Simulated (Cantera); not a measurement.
An adiabatic, constant-volume homogeneous reactor starts with H2 : O2 : N2 = 1 : 0.455 : 1.71 (molar parts), at 1000 K and 4.00 bar. Integrator tolerance rtol = 1e-08.

Cantera simulation using the H2/O2 subset of GRI-Mech 3.0, which has no nitrogen chemistry; the numbers are that mechanism's predictions, not measurements. The hydrogen kinetics of GRI-Mech 3.0 are dated; newer H2 mechanisms differ, most at raised pressure. Above 3000 K some thermodynamic fits are extrapolated.

Problem. How do the results move with these cheaper or finer settings: rtol 1e-08 to 0.001; rtol 1e-08 to 0.01; full GRI-Mech 3.0 in place of its H2/O2 subset; rtol 1e-08 to 1e-10?

Solution. 
```
setting                                         time of steepest temperature rise  temperature at 6.00 s  equilibrium temperature  x(H2) at 6.00 s  integrator steps
----------------------------------------------  ---------------------------------  ---------------------  -----------------------  ---------------  ----------------
as above                                                                  9.85 ms                 3056 K                   3056 K           0.0554              1562
rtol 1e-08 to 0.001                                                       9.84 ms                 3056 K                   3056 K           0.0554               258
rtol 1e-08 to 0.01                                                        9.82 ms                 3070 K                   3056 K           0.0562               211
full GRI-Mech 3.0 in place of its H2/O2 subset                            9.85 ms                 3036 K                   3036 K           0.0581              1636
rtol 1e-08 to 1e-10                                                       9.85 ms                 3056 K                   3056 K           0.0554              2537
```
